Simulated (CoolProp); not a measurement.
Values from CoolProp's reference Helmholtz-energy equation of state, Lemmon 2009.

Q: For propane, give the phase and the cv (kJ/(kg K)), Prandtl number at 346.85 °C and 1520 kPa.

A: 
- 346.85 °C and 1520 kPa: gas; cv 2.79, Prandtl number 0.693

Viscosity comes from a separate model (Vogel 1998). Thermal conductivity comes from a separate model (Marsh 2002).
